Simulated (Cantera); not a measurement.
Cantera run, input and output.

```python
import numpy as np
import cantera as ct

gas = ct.Solution("gri30.yaml")


def delay(T, t_max=10):
    gas.TPX = T, 230000, {'H2': 1, 'O2': 1.11, 'N2': 4.18, 'NO': 0.0076}
    reactor = ct.IdealGasReactor(gas, clone=False)
    net = ct.ReactorNet([reactor])
    net.rtol, net.atol = 1e-8, 1e-16
    while net.time < t_max:
        t_old, T_old = net.time, reactor.T
        net.step()
        if reactor.T > T + 400:  # ignition: a rise of 400 K
            return t_old + (T + 400 - T_old) / (reactor.T - T_old) * (net.time - t_old)
    return np.nan


taus = []
for T in [850, 900, 950, 1000, 1050, 1100, 1150, 1200]:
    taus.append(delay(T))
    print(f"T0 = {T:6g} K   tau = {taus[-1]:.4e} s")
```

It prints:

```
T0 =    850 K   tau = 2.0802e-03 s
T0 =    900 K   tau = 9.4633e-04 s
T0 =    950 K   tau = 4.1858e-04 s
T0 =   1000 K   tau = 1.8744e-04 s
T0 =   1050 K   tau = 9.1886e-05 s
T0 =   1100 K   tau = 5.1350e-05 s
T0 =   1150 K   tau = 3.2773e-05 s
T0 =   1200 K   tau = 2.3071e-05 s
```

Cantera simulation using GRI-Mech 3.0 (53 species, 325 reactions); the numbers are that mechanism's predictions, not measurements. The hydrogen kinetics of GRI-Mech 3.0 are dated; newer H2 mechanisms differ, most at raised pressure. The mechanism lacks 2 NO + O2 → 2 NO2 and HONO, so NO2 and the effect of NO are under-described below about 1400 K. Below about 950 K walls govern HO2 and H2O2 in real vessels.
